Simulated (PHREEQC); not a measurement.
Dissolve 2.1 mmol/kgw NaHF2 and 0.1 mmol/kgw KNO3 at 20 °C. Closed to the air; pH follows from the charge balance.

Equilibrium calculation in PHREEQC: ion-association model, phreeqc.dat.

No solid was allowed to form.

Problem. What pH, specific conductance does the model give?

Solution. pH 3.32; specific conductance 372 µS/cm.

Problem. In which forms is F present?

Solution. F- 61 %, HF 38 %, HF2- 0.7 % of the F.
